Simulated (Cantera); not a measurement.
Feed: 1 mol BN, 2.1 mol O₂, 33 mol H₂, equilibrated at 1473.15 K and 17.0 Pa.

Equilibrium computed with Cantera from the NASA thermochemical tables; the gas is ideal and each condensed phase is pure. Candidate condensed phases: B, BN, B₂O₃, B₃O₃H₃, H₂O; 39 gas species. Equilibrium is a limit: real reactors are often held back by kinetics, nucleation or transport.

Base state: H₂ 0.890, H₂O 0.0653, HBO₂ 0.0284, N₂ 0.0147, H 0.000917, B₂O₃ 0.000422, HBO 0.000178 (mole fractions); condensed: gas only.

Question: What changes in the equilibrium state with this change: 0.87 mol HF added?

Answer: 
```json
[
 {"species": "H₂", "before": "0.890", "after": "0.868"},
 {"species": "H₂O", "before": "0.0653", "after": "0.0737"},
 {"species": "HBO₂", "before": "0.0284", "after": "0.0178"},
 {"species": "HF", "before": "0", "after": "0.0145"},
 {"species": "BOF", "before": "0", "after": "0.0104"},
 {"species": "N₂", "before": "0.0147", "after": "0.0143"},
 {"species": "B₂O₃", "before": "0.000422", "after": "0.000148"},
 {"species": "HBO", "before": "0.000178", "after": "9.68e-5"},
 {"species": "H", "before": "0.000917", "after": "0.000906"}
]
```
